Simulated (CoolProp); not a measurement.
A simple Rankine cycle with p-xylene: condensing at 332.15 K, boiler at 0.677 MPa, turbine inlet 515.1 K, turbine efficiency 0.6, pump efficiency 0.8, no recuperator. Each further row changes one setting.

Model: reference Helmholtz-energy equation of state, Zhou 2012, in CoolProp.

```tsv
case	thermal efficiency (%)	net work (kJ/kg)	heat in (kJ/kg)	turbine exit temperature (K)	volume ratio over the turbine
as stated	14.5	95.7	662	451.5	106
turbine inlet 535.1 K	14.3	101	704	472.6	104
condensing temperature 324.15 K	15.2	103	676	447.4	152
boiler pressure 0.474 MPa	13.6	90.7	669	458.7	71.3
turbine efficiency 0.5	12.0	79.6	662	460.6	108
```
